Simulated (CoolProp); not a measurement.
Vapour-liquid equilibrium of toluene (1) + o-xylene (2) at 0.33 bar; x and y are mole fractions of (1).

Computed with CoolProp (multi-fluid Helmholtz-energy mixture model, Lemmon 2006 and Zhou 2012; pair parameters Bell 2016).

**Question.** Give the bubble temperature and the first vapour's composition at x = 0.35, 0.65, 0.8. Is there an azeotrope?

**Answer.** x = 0.35: 364.9 K, y = 0.609; x = 0.65: 356.0 K, y = 0.848; x = 0.8: 352.5 K, y = 0.923. No azeotrope shows between x = 0.05 and 0.95.

Pair parameters are fitted to limited data, so mixtures are less certain than the pure fluids.
